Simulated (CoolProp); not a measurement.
A Linde-Hampson liquefier for nitrogen: isothermal reversible compression at 300 K from 1 atm to 30 MPa, throttling to 1 atm, return gas leaving the recuperator 10 K below the feed. Each further row changes one setting.

Model: reference Helmholtz-energy equation of state, Span 2000, in CoolProp.

```
case                        liquid yield per pass  compression work (kJ/kg of gas)
--------------------------  ---------------------  -------------------------------
as stated                                   0.066                              511
high pressure 60 MPa                        0.057                              591
warm-end temperature 330 K                  0.043                              566
warm-end gap 15 K                           0.055                              511
```
